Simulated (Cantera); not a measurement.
Charge: 1 mol MgO, 13 mol HCl, 1.9 mol O₂, at 1123 K and 21.0 Pa.

Cantera equilibrium calculation (NASA polynomials, part measured and part estimated; ideal gas, pure solids and liquids). Candidate condensed phases: H₂O, Mg, MgCl₂, MgO, Mg(OH)₂; 22 gas species. Rates play no part.

Base state: HCl 0.817, O₂ 0.115, H₂O 0.0293, Cl 0.0182, Cl₂ 0.0174, MgCl₂ 0.00284 (mole fractions); condensed: MgO(s).

Question: What changes in the equilibrium state with this change: temperature from 1123 K to 1275 K?

Answer: 
```json
[
 {"species": "HCl", "before": "0.817", "after": "0.782"},
 {"species": "O₂", "before": "0.115", "after": "0.111"},
 {"species": "Cl", "before": "0.0182", "after": "0.0492"},
 {"species": "Cl₂", "before": "0.0174", "after": "0.00521"},
 {"species": "MgCl₂", "before": "0.00284", "after": "0.0114"},
 {"species": "H₂O", "before": "0.0293", "after": "0.0412"},
 {"species": "OH", "before": "3.78e-6", "after": "3.56e-5"},
 {"species": "MgO(s), mol", "before": "0.958", "after": "0.828"}
]
```

Question: What changes in the equilibrium state with this change: temperature from 1123 K to 1923 K?

Answer: 
```csv
species,before,after
HCl,0.817,0.439
Cl,0.0182,0.245
H₂O,0.0293,0.168
OH,3.78e-6,0.0107
Cl₂,0.0174,4.27e-5
MgCl₂,0.00284,0.0607
O₂,0.115,0.0566
H,<1e-9,0.00569
Mg,<1e-9,0.000888
H₂,1.37e-8,0.00766
MgCl,<1e-9,0.000384
"MgO(s), mol",0.958,0
```

Question: What changes in the equilibrium state with this change: pressure from 21.0 Pa to 3.10 Pa?

Answer: 
| species | before | after |
|---|---|---|
| HCl | 0.817 | 0.817 |
| O₂ | 0.115 | 0.115 |
| Cl | 0.0182 | 0.0311 |
| Cl₂ | 0.0174 | 0.00747 |
| H₂O | 0.0293 | 0.0262 |
| MgCl₂ | 0.00284 | 0.00318 |
| MgO(s), mol | 0.958 | 0.952 |
